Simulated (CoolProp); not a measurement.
Decamethylcyclopentasiloxane (D5) along the isobar 5110 kPa: Z from the reference equation and from simpler models built on Tc = 345.1 °C, pc = 1078 kPa, ω = 0.631; each cubic takes its own stable root.

Model: reference Helmholtz-energy equation of state, Thol 2019, in CoolProp.

```
T (°C)          phase  reference
------  -------------  ---------
228.45         liquid     0.6048
239.25         liquid     0.6016
249.95         liquid     0.5991
260.75         liquid     0.5971
271.55         liquid     0.5958
282.25         liquid     0.5951
293.05         liquid     0.5951
303.75         liquid     0.5958
314.55         liquid     0.5972
325.35         liquid     0.5994
336.05         liquid     0.6024
346.85  supercritical     0.6063
```

### Question
How far does each simpler model (van der Waals, Redlich-Kwong, Soave-Redlich-Kwong, Peng-Robinson) lie from the reference over these 12 states: mean and median of the absolute difference, and the worst?

### Answer
- van der Waals: mean 51.8 %, median 52.2 %, worst +59.6 % at 228.45 °C and 5110 kPa
- Redlich-Kwong: mean 14.7 %, median 15.0 %, worst +16.9 % at 228.45 °C and 5110 kPa
- Soave-Redlich-Kwong: mean 11.2 %, median 11.1 %, worst +11.9 % at 346.85 °C and 5110 kPa
- Peng-Robinson: mean 0.8 %, median 0.9 %, worst -1.2 % at 249.95 °C and 5110 kPa
